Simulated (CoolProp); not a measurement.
R404A along the isotherm 242.3 K: Z from the reference equation and from simpler models built on Tc = 345.3 K, pc = 3.735 MPa, ω = 0.293; each cubic takes its own stable root.

Values from CoolProp's reference Helmholtz-energy equation of state, Lemmon 2003. It is a pseudo-pure fit of the blend.

```json
[
 {"p (MPa)": "0.584", "phase": "liquid", "reference": "0.02247", "Redlich-Kwong": "[?]", "Soave-Redlich-Kwong": "0.02571", "Peng-Robinson": "0.02271"},
 {"p (MPa)": "1.17", "phase": "liquid", "reference": "0.04494", "Redlich-Kwong": "0.05375", "Soave-Redlich-Kwong": "0.05137", "Peng-Robinson": "0.04540"},
 {"p (MPa)": "1.75", "phase": "liquid", "reference": "[?]", "Redlich-Kwong": "0.08010", "Soave-Redlich-Kwong": "0.07664", "Peng-Robinson": "0.06776"},
 {"p (MPa)": "2.33", "phase": "liquid", "reference": "0.08921", "Redlich-Kwong": "0.1063", "Soave-Redlich-Kwong": "0.1018", "Peng-Robinson": "0.09004"},
 {"p (MPa)": "2.92", "phase": "liquid", "reference": "[?]", "Redlich-Kwong": "0.1327", "Soave-Redlich-Kwong": "0.1273", "Peng-Robinson": "0.1126"},
 {"p (MPa)": "3.5", "phase": "liquid", "reference": "0.1336", "Redlich-Kwong": "0.1586", "Soave-Redlich-Kwong": "0.1522", "Peng-Robinson": "0.1347"},
 {"p (MPa)": "4.08", "phase": "liquid", "reference": "0.1555", "Redlich-Kwong": "0.1842", "Soave-Redlich-Kwong": "0.1770", "Peng-Robinson": "0.1567"},
 {"p (MPa)": "4.67", "phase": "liquid", "reference": "0.1777", "Redlich-Kwong": "0.2102", "Soave-Redlich-Kwong": "0.2022", "Peng-Robinson": "0.1790"},
 {"p (MPa)": "5.25", "phase": "liquid", "reference": "0.1995", "Redlich-Kwong": "0.2356", "Soave-Redlich-Kwong": "0.2268", "Peng-Robinson": "0.2009"},
 {"p (MPa)": "5.84", "phase": "liquid", "reference": "0.2216", "Redlich-Kwong": "0.2613", "Soave-Redlich-Kwong": "0.2517", "Peng-Robinson": "0.2231"},
 {"p (MPa)": "6.42", "phase": "liquid", "reference": "0.2432", "Redlich-Kwong": "[?]", "Soave-Redlich-Kwong": "0.2762", "Peng-Robinson": "[?]"},
 {"p (MPa)": "7", "phase": "liquid", "reference": "[?]", "Redlich-Kwong": "0.3115", "Soave-Redlich-Kwong": "0.3005", "Peng-Robinson": "[?]"},
 {"p (MPa)": "7.59", "phase": "liquid", "reference": "0.2867", "Redlich-Kwong": "0.3368", "Soave-Redlich-Kwong": "0.3252", "Peng-Robinson": "0.2884"},
 {"p (MPa)": "8.17", "phase": "liquid", "reference": "0.3082", "Redlich-Kwong": "0.3616", "Soave-Redlich-Kwong": "0.3494", "Peng-Robinson": "0.3099"},
 {"p (MPa)": "8.75", "phase": "liquid", "reference": "0.3297", "Redlich-Kwong": "0.3863", "Soave-Redlich-Kwong": "0.3735", "Peng-Robinson": "0.3314"},
 {"p (MPa)": "9.34", "phase": "liquid", "reference": "0.3514", "Redlich-Kwong": "0.4113", "Soave-Redlich-Kwong": "[?]", "Peng-Robinson": "0.3531"}
]
```

Q: What belongs in the gaps?

A: 
- 0.584, Redlich-Kwong: 0.02693
- 1.75, reference: 0.06711
- 2.92, reference: 0.1116
- 6.42, Redlich-Kwong: 0.2865
- 6.42, Peng-Robinson: 0.2448
- 7, reference: 0.2648
- 7, Peng-Robinson: 0.2664
- 9.34, Soave-Redlich-Kwong: 0.3979
